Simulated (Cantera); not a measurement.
A counterflow diffusion flame at 1650 Torr, nozzles 20 mm apart: fuel side C3H8 = 1 (molar parts) at 350 K, oxidiser side O2 : N2 = 0.26 : 0.74 (molar parts) at 498 K, fuel mass flux 1.4 times the oxidiser's; mixture-averaged transport, no radiation.

Model: GRI-Mech 3.0 (53 species, 325 reactions), integrated in Cantera. GRI-Mech 3.0 was tuned for natural gas; its chemistry of propane as a main component is partial and can be far from experiment. GRI-Mech 3.0 has no aromatics or soot, which form on the fuel side of real flames. The maximum strain rate includes the flame's own expansion and is several times the mean.

x: mole fraction; the columns are a selection and need not sum to one.

| oxidiser flux (kg/m²/s) | max strain (1/s) | mean strain (1/s) | T max (K) | peak x OH | peak x H | peak x NO | peak x CO | peak x C2H2 |
|---|---|---|---|---|---|---|---|---|
| 0.55 | 215 | 29.4 | 2410 | 0.0109 | 0.00368 | ___ | 0.0973 | 0.0546 |
| 0.82 | 312 | 43.8 | 2382 | 0.0111 | 0.00394 | ___ | 0.0949 | 0.0534 |
| 1.2 | 447 | 64.1 | 2355 | 0.0113 | 0.00422 | ___ | 0.0928 | 0.0519 |
| 1.8 | 655 | 96.1 | 2327 | 0.0114 | 0.00455 | ___ | 0.0911 | 0.0500 |
| 2.7 | 961 | 144 | 2302 | 0.0116 | 0.00492 | ___ | 0.0898 | 0.0480 |
| 4 | 1390 | 214 | 2277 | 0.0116 | 0.00527 | ___ | 0.0887 | 0.0457 |
| 5.9 | 2000 | 315 | 2248 | 0.0115 | 0.00561 | ___ | 0.0878 | 0.0431 |
| 8.8 | 2900 | 470 | 2216 | 0.0113 | 0.00592 | ___ | 0.0871 | 0.0401 |

Fill in the missing entries.


- 0.55, peak x NO: 0.000714
- 0.82, peak x NO: 0.000625
- 1.2, peak x NO: 0.000557
- 1.8, peak x NO: 0.000497
- 2.7, peak x NO: 0.000445
- 4, peak x NO: 0.000395
- 5.9, peak x NO: 0.000343
- 8.8, peak x NO: 0.000287
